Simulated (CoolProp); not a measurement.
R113 at 298.15 K and 0.00833 MPa is throttled through a valve to 0.000371 MPa with no heat exchange. Each further row changes one setting.

Model: reference Helmholtz-energy equation of state, Marx 1992, in CoolProp.

```
case                          final density (kg/m³)
----------------------------  ---------------------
as stated                                    0.0281
outlet pressure 0.000111 MPa                0.00840
outlet pressure 0.000482 MPa                 0.0365
```
